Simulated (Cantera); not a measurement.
Mixture: CH3OH : O2 : N2 = 1 : 0.714 : 2.69 (molar parts), equivalence ratio 2.1, at 21000 Torr, adiabatic and at constant pressure. Ignition delay is the time to a rise of 400 K.

Detailed kinetics in Cantera: GRI-Mech 3.0 (53 species, 325 reactions). GRI-Mech 3.0 was tuned for natural gas; its chemistry of methanol as a main component is partial and can be far from experiment. The pressure lies above the range GRI-Mech 3.0 was tuned for (to about 10 atm).

Q: Predict: delay at 1075 K; delay at 1125 K; delay at 1175 K; delay at 1225 K; delay at 1275 K; delay at 1325 K; apparent activation energy between 1225 and 1325 K.

A: 
| Quantity | Result |
|---|---|
| delay at 1075 K | 6.76 ms |
| delay at 1125 K | 2.45 ms |
| delay at 1175 K | 0.967 ms |
| delay at 1225 K | 0.413 ms |
| delay at 1275 K | 0.189 ms |
| delay at 1325 K | 92.2 µs |
| apparent activation energy between 1225 and 1325 K | 200 kJ/mol |
